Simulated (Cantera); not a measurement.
Cantera run, input and output.

```python
import numpy as np
import cantera as ct

gas = ct.Solution("gri30.yaml")
gas.TPX = 325, 22000, {'CH3OH': 1, 'O2': 1.36, 'N2': 5.13, 'CO2': 0.23}
flame = ct.FreeFlame(gas, width=0.12)
flame.set_refine_criteria(ratio=3, slope=0.08, curve=0.16)
flame.transport_model = "unity-Lewis-number"
flame.solve(loglevel=0, auto=True)
z, T = flame.grid, flame.T
thick = (T[-1] - T[0]) / np.gradient(T, z).max()
show = ['CH3OH', 'O2', 'CO2', 'CH3', 'N2O', 'CH2O']
print(f"laminar burning velocity  {flame.velocity[0] * 100:.3f} cm/s")
print(f"burnt temperature         {T[-1]:.1f} K")
print(f"thermal thickness         {thick * 1e3:.4f} mm")
print(f"grid points               {len(z)}")
z0 = z[flame.heat_release_rate.argmax()]
print(f"{'z/mm':>9s}{'T/K':>9s}{'u/(m/s)':>9s}" + "".join(f"{s:>11s}" for s in show))
rows = []
for k in (-3, -2, -1.5, -1, -0.5, -0.25, 0, 0.25, 0.5, 1, 2, 4, 8):
    zz = z0 + k * thick
    rows.append([k * thick, np.interp(zz, z, T), np.interp(zz, z, flame.velocity),
                 *(np.interp(zz, z, flame.X[gas.species_index(s)]) for s in show)])
    print(f"{rows[-1][0] * 1e3:9.3f}{rows[-1][1]:9.1f}{rows[-1][2]:9.3f}" + "".join(f"{x:11.3e}" for x in rows[-1][3:]))
```

It prints:

```
laminar burning velocity  35.692 cm/s
burnt temperature         2130.8 K
thermal thickness         1.8713 mm
grid points               134
     z/mm      T/K  u/(m/s)      CH3OH         O2        CO2        CH3        N2O       CH2O
   -5.614    325.3    0.357  1.295e-01  1.761e-01  2.980e-02 -2.456e-13  3.958e-12  1.895e-06
   -3.743    328.6    0.361  1.292e-01  1.758e-01  2.989e-02 -7.261e-14  4.100e-11  1.964e-05
   -2.807    339.5    0.373  1.282e-01  1.748e-01  3.020e-02  3.609e-13  1.675e-10  8.023e-05
   -1.871    415.7    0.460  1.209e-01  1.674e-01  3.234e-02  3.167e-11  1.058e-09  5.068e-04
   -0.936    804.9    0.922  8.150e-02  1.273e-01  4.399e-02  8.981e-08  5.891e-09  2.822e-03
   -0.468   1186.4    1.410  4.100e-02  8.596e-02  5.597e-02  6.831e-06  1.086e-08  5.148e-03
    0.000   1593.8    1.968  2.825e-03  4.192e-02  7.075e-02  1.674e-04  1.545e-08  2.371e-03
    0.468   1690.6    2.091  1.045e-06  2.363e-02  8.472e-02  3.038e-06  1.625e-08  4.586e-06
    0.936   1726.0    2.130  2.754e-10  1.944e-02  9.241e-02  3.128e-08  1.639e-08  1.426e-08
    1.871   1776.2    2.184  2.211e-13  1.679e-02  9.794e-02  6.351e-11  1.603e-08  9.529e-11
    3.743   1841.6    2.252  4.306e-17  1.437e-02  1.011e-01  2.772e-15  1.625e-08  6.048e-11
    7.485   1917.4    2.330  2.722e-17  1.154e-02  1.043e-01  1.044e-15  1.676e-08  5.187e-11
   14.970   1989.9    2.404  1.730e-17  8.543e-03  1.083e-01  4.759e-16  1.726e-08  4.340e-11
```

Model: GRI-Mech 3.0 (53 species, 325 reactions), integrated in Cantera. GRI-Mech 3.0 was tuned for natural gas; its chemistry of methanol as a main component is partial and can be far from experiment. Unity Lewis numbers drop preferential diffusion, which matters most where H2 and H carry the flame. Burning velocities carry a grid error of a few per cent, more on coarse grids.
